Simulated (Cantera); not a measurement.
Input: 1 mol HI, 1.2 mol H₂, 0.72 mol H₂O, held at 3025 K and 0.0133 bar.

These are equilibrium values from Cantera (NASA tables, ideal gas, pure condensed phases), not measurements of a reactor. Candidate condensed phases: H₂O, I₂; 12 gas species. Equilibrium is a limit: real reactors are often held back by kinetics, nucleation or transport.

Base state: H 0.548, I 0.185, H₂ 0.138, O 0.0724, OH 0.0298, H₂O 0.0221, O₂ 0.00460, HI 0.000817 (mole fractions); condensed: gas only.

Task: What changes in the equilibrium state with this change: H₂O from 0.72 to 5.3 mol?

Result: 
```csv
species,before,after
H,0.548,0.505
O,0.0724,0.175
H₂,0.138,0.117
I,0.185,0.0639
O₂,0.00460,0.0267
OH,0.0298,0.0663
H₂O,0.0221,0.0455
HI,0.000817,0.000261
```
